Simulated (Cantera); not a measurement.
Feed: 1 mol SiHCl3, 0.15 mol Cl2, 26 mol H2, at 11.0 mbar.

These are equilibrium values from Cantera (NASA tables, ideal gas, pure condensed phases), not measurements of a reactor. Candidate condensed phases: Si; 19 gas species. The numbers say what is thermodynamically allowed, not how fast it happens.

Problem. What share of the Si ends up in condensed phases as a function of T (°C), at 675, 725, 775, 825, 875, 925, 975, 1025, 1075?

Solution. 
```
T (°C)  Si condensed (%)     as
------  ----------------  -----
675                 23.0  Si(s)
725                 27.9  Si(s)
775                 33.4  Si(s)
825                 38.6  Si(s)
875                 42.7  Si(s)
925                 45.0  Si(s)
975                 45.8  Si(s)
1025                45.5  Si(s)
1075                44.7  Si(s)
```
